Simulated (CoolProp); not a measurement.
Model: reference Helmholtz-energy equation of state, Bücker 2006, in CoolProp.

Question: Give the vapour pressure (MPa), liquid density (kg/m³), vapour density (kg/m³), surface tension (mN/m) of saturated ethane at 275.3 K.

Answer: 
```csv
T (K),p (MPa),liquid density (kg/m³),vapour density (kg/m³),surface tension (mN/m)
275.3,2.51,395,49.1,2.96
```

Surface tension comes from a separate correlation (Mulero 2012).
